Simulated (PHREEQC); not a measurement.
Solution (60 °C): 0.012 mol CaCl2, 0.12 mol Na2HPO4 and 1.3e-06 mol H4SiO4 per kg of water. Closed to the air; pH follows from the charge balance.

Computed with PHREEQC (ion-association model, phreeqc.dat).

### Question
The ionic strength comes out as 0.329 mol/kgw. What activity coefficients do Ca+2, PO4-3, CaH2PO4+, Cl-, CaPO4- get?

### Answer
Ca+2 0.26, PO4-3 0.025, CaH2PO4+ 0.70, Cl- 0.66, CaPO4- 0.70.

This is a speciation only: nothing precipitates in the calculation. Saturation is exceeded, for instance for Hydroxyapatite; the values hold only as long as no solid forms. Away from 25 °C the constants follow the database's enthalpies or fits; those with neither stay at their 25 °C values.
